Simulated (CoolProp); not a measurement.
Ethanol at 298.15 K and 13.3 MPa is throttled through a valve to 3.28 MPa with no heat exchange. Each further row changes one setting.

Values from CoolProp's reference Helmholtz-energy equation of state, Schroeder 2014.

```json
[
 {"case": "as stated", "temperature change (K)": "+3.6", "final density (kg/m³)": "785"},
 {"case": "outlet pressure 0.984 MPa", "temperature change (K)": "+4.4", "final density (kg/m³)": "782"},
 {"case": "outlet pressure 4.26 MPa", "temperature change (K)": "+3.2", "final density (kg/m³)": "786"}
]
```
